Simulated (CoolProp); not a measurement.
A single-stage vapour-compression cycle with n-butane: evaporating at 315.15 K (dew point), condensing at 363.15 K (bubble point), superheat 10 K, subcooling 5 K, compressor efficiency 0.85, no pressure losses. Each further row changes one setting.

Computed with CoolProp (reference Helmholtz-energy equation of state, Bücker 2006).

```tsv
case	cooling COP	pressure ratio	discharge temperature (K)	refrigerating effect (kJ/kg)	volumetric capacity (kJ/m³)
as stated	4.42	3.12	367.5	246	2340
evaporating temperature 320.15 K	[?]	2.73	[?]	253	[?]
condensing temperature 358.15 K	5.13	2.81	363.2	260	2470
subcooling 10 K	4.68	3.12	367.5	260	2470
superheat 20 K	4.55	3.12	376.9	266	[?]
compressor efficiency 0.75	3.90	3.12	370.6	246	2340
```

**Question.** Complete the blanks.

**Answer.** 
- evaporating temperature 320.15 K, cooling COP: 5.15
- evaporating temperature 320.15 K, discharge temperature (K): 367.9
- evaporating temperature 320.15 K, volumetric capacity (kJ/m³): 2740
- superheat 20 K, volumetric capacity (kJ/m³): 2420
